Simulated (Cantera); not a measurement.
Charge: 1 mol SiH₄, 1.1 mol NH₃, 59 mol H₂, at 5.40 mbar.

Equilibrium computed with Cantera from the NASA thermochemical tables; the gas is ideal and each condensed phase is pure. Candidate condensed phases: Si, Si₃N₄; 18 gas species. Mutual solubility and eutectic melting of coexisting phases are not modelled. Kinetics and transport are ignored.

At 1375 K, list the 3 most abundant gas species with their mole fractions, and the condensed phases.

H₂ 0.999, N₂ 0.000596, H 4.66e-5. Condensed: Si(s) + Si₃N₄(s).
